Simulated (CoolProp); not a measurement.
Computed with CoolProp (reference Helmholtz-energy equation of state, Lemmon 2005). It is a short technical equation, of lower accuracy than the large ones.

Question: For 1-butene, give the phase and the density (kg/m³), speed of sound (m/s), fugacity coefficient at 180.55 °C and 2.31 MPa; 180.55 °C and 3.08 MPa; 180.55 °C and 10 MPa.

Answer: 
- 180.55 °C and 2.31 MPa: gas; density 41.5, speed of sound 229, fugacity coefficient 0.849
- 180.55 °C and 3.08 MPa: gas; density 60.3, speed of sound 214, fugacity coefficient 0.801
- 180.55 °C and 10 MPa: supercritical; density 366, speed of sound 321, fugacity coefficient 0.454
